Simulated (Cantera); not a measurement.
Charge: 1 mol CuO, 5.3 mol CO, 0.18 mol N2, at 0.133 bar.

Method: chemical equilibrium by Gibbs-energy minimisation in Cantera with the NASA 1993 tables (ideal gas, pure condensed phases). Candidate condensed phases: C, Cu, CuO, Cu2O; 27 gas species. Equilibrium is a limit: real reactors are often held back by kinetics, nucleation or transport.

What share of the Cu ends up in condensed phases as a function of T (K), at 1350, 1400, 1450, 1500, 1550, 1600, 1650, 1700, 1750, 1800, 1850, 1900, 1950, 2000?


```tsv
T (K)	Cu condensed (%)	as
1350	100.0	Cu(s)
1400	100.0	Cu(l)
1450	100.0	Cu(l)
1500	100.0	Cu(l)
1550	99.9	Cu(l)
1600	99.8	Cu(l)
1650	99.7	Cu(l)
1700	99.3	Cu(l)
1750	98.8	Cu(l)
1800	97.8	Cu(l)
1850	96.0	Cu(l)
1900	93.2	Cu(l)
1950	88.7	Cu(l)
2000	81.6	Cu(l)
```
